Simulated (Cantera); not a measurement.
Feed: 1 mol CO, 0.042 mol H₂O, equilibrated at 2102 °C and 28.0 bar.

Equilibrium computed with Cantera from the NASA thermochemical tables; the gas is ideal and each condensed phase is pure. Candidate condensed phases: C, C₆H₆, C₇H₈, C₈H₁₈, H₂O; 110 gas species. Equilibrium is a limit: real reactors are often held back by kinetics, nucleation or transport.

Base state: CO 0.926, CO₂ 0.0333, H₂ 0.0331, H₂O 0.00695, H 0.000485, OH 1.81e-5 (mole fractions); condensed: gas only.

What changes in the equilibrium state with this change: temperature from 2102 °C to 875 °C?


```
species             before     after
----------------  --------  --------
CO                   0.926     0.573
CO₂                 0.0333     0.374
H₂                  0.0331    0.0299
H₂O                0.00695    0.0231
H                 0.000485   2.34e-9
CH₄                2.37e-8  0.000596
OH                 1.81e-5     <1e-9
C(graphite), mol         0     0.265
```
